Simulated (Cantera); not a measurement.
Feed: 1 mol Ta2O5, 250 mol H2, 3.1 mol H2O, held at 1898 K and 19.0 Pa.

These are equilibrium values from Cantera (NASA tables, ideal gas, pure condensed phases), not measurements of a reactor. Candidate condensed phases: H2O, Ta, Ta2O5; 12 gas species. Equilibrium is a limit: real reactors are often held back by kinetics, nucleation or transport.

Task: What is the equilibrium state?

Result: 
```json
{
 "x(H2)": "0.933",
 "x(H)": "0.0548",
 "x(H2O)": "0.0120",
 "x(TaO2)": "0.000253",
 "x(OH)": "5.75e-5",
 "x(TaO)": "4.36e-6",
 "x(O)": "2.54e-6",
 "n(Ta2O5(s))": "0.966 mol",
 "gas_amount": "260.3 mol",
 "log10 activity of Ta(s) (absent)": "-2.63"
}
```
